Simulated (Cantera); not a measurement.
An adiabatic, constant-volume homogeneous reactor starts with CH3OH : O2 : N2 = 1 : 0.882 : 3.32 (molar parts), at 1798 K and 750 Torr. Integrator tolerance rtol = 1e-08.

Detailed kinetics in Cantera: GRI-Mech 3.0 (53 species, 325 reactions). GRI-Mech 3.0 was tuned for natural gas; its chemistry of methanol as a main component is partial and can be far from experiment.

### Question
What does this change do: CH3OH 1 to 2 parts?

### Answer
| quantity | before | after |
|---|---|---|
| time of steepest temperature rise | 17.3 µs | 14.0 µs |
| temperature at 4.00 s | 2968 K | 2658 K |
| equilibrium temperature | 2968 K | 2658 K |
| x(CH3OH) at 4.00 s | <1e-12 (gas-phase equilibrium <1e-12) | <1e-12 (gas-phase equilibrium <1e-12) |
| x(O2) at 4.00 s | 0.00403 (gas-phase equilibrium 0.00403) | 2.93e-5 (gas-phase equilibrium 2.93e-5) |
| x(C2H6) at 4.00 s | <1e-12 (gas-phase equilibrium <1e-12) | <1e-12 (gas-phase equilibrium <1e-12) |
| x(NO) at 4.00 s | 0.00510 (gas-phase equilibrium 0.00510) | 0.000237 (gas-phase equilibrium 0.000237) |
| x(CO2) at 4.00 s | 0.0360 (gas-phase equilibrium 0.0360) | 0.0193 (gas-phase equilibrium 0.0193) |

### Question
What does this change do: pressure from 750 Torr to 188 Torr?

### Answer
```csv
quantity,before,after
time of steepest temperature rise,17.3 µs,64.8 µs
temperature at 4.00 s,2968 K,2831 K
equilibrium temperature,2968 K,2831 K
x(CH3OH) at 4.00 s,<1e-12 (gas-phase equilibrium <1e-12),<1e-12 (gas-phase equilibrium <1e-12)
x(O2) at 4.00 s,0.00403 (gas-phase equilibrium 0.00403),0.00559 (gas-phase equilibrium 0.00559)
x(C2H6) at 4.00 s,<1e-12 (gas-phase equilibrium <1e-12),<1e-12 (gas-phase equilibrium <1e-12)
x(NO) at 4.00 s,0.00510 (gas-phase equilibrium 0.00510),0.00501 (gas-phase equilibrium 0.00501)
x(CO2) at 4.00 s,0.0360 (gas-phase equilibrium 0.0360),0.0353 (gas-phase equilibrium 0.0353)
```
